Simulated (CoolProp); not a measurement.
Properties of neopentane at several states.

The numbers come from the reference Helmholtz-energy equation of state, Lemmon 2006 in CoolProp. It is a short technical equation, of lower accuracy than the large ones.

| T (K) | p (MPa) | phase | Z | speed of sound (m/s) |
|---|---|---|---|---|
| 533.3 | 0.0717 | gas | 0.9962 | ___ |
| 435.7 | 0.0103 | gas | 0.9989 | ___ |
| 318.5 | 13 | liquid | ___ | ___ |

Task: Some entries are withheld; supply them.

Result: 
- 533.3, speed of sound (m/s): 252.5
- 435.7, speed of sound (m/s): 229.6
- 318.5, Z: 0.6050
- 318.5, speed of sound (m/s): 902.6
